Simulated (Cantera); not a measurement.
A closed system holds: 1 mol Si, a varied amount of HF, 0.68 mol N2, equilibrated at 750 K and 10.0 mbar.

Cantera equilibrium calculation (NASA polynomials, part measured and part estimated; ideal gas, pure solids and liquids). Candidate condensed phases: Si, Si3N4; 37 gas species. N2 is the only nitrogen source here; it is nearly inert below about 1500 K, so the nitride shown seldom forms there in practice. The numbers say what is thermodynamically allowed, not how fast it happens.

x: gas mole fraction; n: condensed amount in mol.

```json
[
 {"n(HF) (mol)": "1.8", "x H2": "0.541", "x HF": "5.25e-5", "x SiF4": "0.271", "x N2": "0.188", "n Si3N4(s)": "0.183"},
 {"n(HF) (mol)": "2.5", "x H2": "0.542", "x HF": "5.25e-5", "x SiF4": "0.271", "x N2": "0.187", "n Si3N4(s)": "0.125"},
 {"n(HF) (mol)": "3.1", "x H2": "0.543", "x HF": "5.25e-5", "x SiF4": "0.271", "x N2": "0.186", "n Si3N4(s)": "0.0750"},
 {"n(HF) (mol)": "3.8", "x H2": "0.543", "x HF": "5.25e-5", "x SiF4": "0.272", "x N2": "0.185", "n Si3N4(s)": "0.0167"},
 {"n(HF) (mol)": "4.4", "x H2": "0.490", "x HF": "0.0980", "x SiF4": "0.245", "x N2": "0.167", "n Si3N4(s)": "0"},
 {"n(HF) (mol)": "5.1", "x H2": "0.418", "x HF": "0.230", "x SiF4": "0.209", "x N2": "0.142", "n Si3N4(s)": "0"},
 {"n(HF) (mol)": "5.8", "x H2": "[?]", "x HF": "[?]", "x SiF4": "[?]", "x N2": "[?]", "n Si3N4(s)": "0"},
 {"n(HF) (mol)": "6.4", "x H2": "0.329", "x HF": "0.395", "x SiF4": "0.164", "x N2": "0.112", "n Si3N4(s)": "0"},
 {"n(HF) (mol)": "7.1", "x H2": "[?]", "x HF": "[?]", "x SiF4": "0.147", "x N2": "0.100", "n Si3N4(s)": "0"},
 {"n(HF) (mol)": "7.7", "x H2": "0.271", "x HF": "0.501", "x SiF4": "0.136", "x N2": "0.0921", "n Si3N4(s)": "0"}
]
```

**Question.** What belongs in the gaps?

**Answer.** 
- 5.8, x H2: 0.365
- 5.8, x HF: 0.328
- 5.8, x SiF4: 0.182
- 5.8, x N2: 0.124
- 7.1, x H2: 0.295
- 7.1, x HF: 0.457
